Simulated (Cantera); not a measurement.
Charge: 1 mol SiCl4, 0.025 mol C2H2, 1300 mol H2, 4.9 mol HCl, at 70.0 mbar.

These are equilibrium values from Cantera (NASA tables, ideal gas, pure condensed phases), not measurements of a reactor. Candidate condensed phases: C, C6H6, C7H8, C8H18, Si, SiC; 109 gas species. Mutual solubility and eutectic melting of coexisting phases are not modelled. The tables' values for SiCl, SiCl3 are old estimates; treat these amounts as uncertain. Gases not in the tables: Si2H6 and higher silanes. The numbers say what is thermodynamically allowed, not how fast it happens.

x: gas mole fraction; n: condensed amount in mol.

```tsv
T (K)	x H2	x H	x HCl	x Si	x Cl	x SiCl2	n Si(s)	n SiC(s)	n Si(l)
1100	0.993	9.74e-8	0.00631	<1e-12	5.54e-10	8.17e-5	0.703	0.0472	0
1250	0.993	1.82e-6	0.00656	…	1.03e-8	0.000109	0.795	0.0478	0
1400	0.993	1.83e-5	0.00655	…	9.95e-8	0.000127	0.781	0.0481	0
1550	0.993	0.000119	0.00652	…	6.22e-7	0.000143	0.759	0.0484	0
1700	0.993	0.000555	0.00650	…	2.82e-6	0.000152	0	0.0484	0.712
1850	0.991	0.00203	0.00653	…	1.02e-5	0.000124	0	0.0459	0.565
2000	0.987	0.00611	0.00658	…	3.03e-5	7.69e-5	0	0.0190	0
2150	0.977	0.0158	0.00662	…	7.82e-5	1.69e-5	0	0	0
2300	0.957	0.0358	0.00649	…	0.000175	3.77e-6	0	0	0
```

Q: Fill in the missing entries.

A: 
- 1250, x Si: 1.19e-10
- 1400, x Si: 1.18e-8
- 1550, x Si: 4.75e-7
- 1700, x Si: 9.69e-6
- 1850, x Si: 9.21e-5
- 2000, x Si: 0.000456
- 2150, x Si: 0.000593
- 2300, x Si: 0.000650
